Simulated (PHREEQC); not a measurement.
Synthetic water in mg/L, 25 °C, pH 6.46, pe 1.2: Na 0.0196; K 0.00079; Ca 0.032; Mg 0.0114; Cl 0.0293; S(6) as SO4 0.0859; Alkalinity as HCO3 0.0481; Br 0.0014.

Valence states are taken as typed.

Computed with PHREEQC (ion-association model, phreeqc.dat).

ionic strength: 5.92e-6 mol/kgw
charge-balance error: -0.2 %

| species | molality | activity | log γ |
|---|---|---|---|
| HCO3- | 1.11e-6 | 1.10e-6 | -0.001 |
| SO4-2 | 8.94e-7 | 8.84e-7 | -0.005 |
| CO2 | 8.60e-7 | 8.60e-7 | 0.000 |
| Na+ | 8.52e-7 | 8.50e-7 | -0.001 |
| Cl- | 8.26e-7 | 8.24e-7 | -0.001 |
| Ca+2 | 7.98e-7 | 7.89e-7 | -0.005 |
| Mg+2 | 4.69e-7 | 4.63e-7 | -0.005 |
| H+ | 3.48e-7 | 3.47e-7 | -0.001 |
| OH- | 2.93e-8 | 2.92e-8 | -0.001 |
| K+ | 2.02e-8 | 2.01e-8 | -0.001 |
| Br- | 1.75e-8 | 1.75e-8 | -0.001 |

No solid was allowed to form.
